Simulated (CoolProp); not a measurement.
Fluorine along the isobar 20 MPa: Z from the reference equation and from simpler models built on Tc = 144.4 K, pc = 5.240 MPa, ω = 0.045; each cubic takes its own stable root.

Model: reference Helmholtz-energy equation of state, de Reuck 1990, in CoolProp.

```csv
T (K),phase,reference
115.6,liquid,0.5839
132.4,liquid,0.5601
149.1,supercritical,0.5592
165.9,supercritical,0.5866
182.7,supercritical,0.6482
199.4,supercritical,0.7280
216.2,supercritical,0.8006
232.9,supercritical,0.8582
249.7,supercritical,0.9029
266.5,supercritical,0.9370
283.2,supercritical,0.9626
300,supercritical,0.9823
```

How far does each simpler model (van der Waals, Redlich-Kwong) lie from the reference over these 12 states: mean and median of the absolute difference, and the worst?


- van der Waals: mean 13.5 %, median 6.2 %, worst +36.7 % at 115.6 K and 20 MPa
- Redlich-Kwong: mean 1.7 %, median 1.6 %, worst +3.9 % at 165.9 K and 20 MPa
